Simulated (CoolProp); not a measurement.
Nitrogen at 351.02 K and 1.55 MPa flows at 0.066 m/s in a round tube of 10 mm bore and 45 µm roughness, fully developed (64/Re and Nu = 3.66 if laminar; Colebrook and Gnielinski if turbulent). Each further row changes one setting.

Model: reference Helmholtz-energy equation of state, Span 2000, in CoolProp.

| case | Reynolds number | Darcy friction factor | pressure drop (Pa/m) | heat-transfer coefficient (W/(m² K)) | mass flow (kg/h) |
|---|---|---|---|---|---|
| as stated | 482 | 0.133 | 0.429 | 11.0 | 0.277 |
| velocity 0.132 m/s | 964 | 0.0664 | 0.859 | 11.0 | 0.554 |
| diameter 20 mm | 964 | 0.0664 | 0.107 | 5.49 | 1.11 |

Viscosity comes from a separate model (Lemmon 2004). Thermal conductivity comes from a separate model (Lemmon 2004).
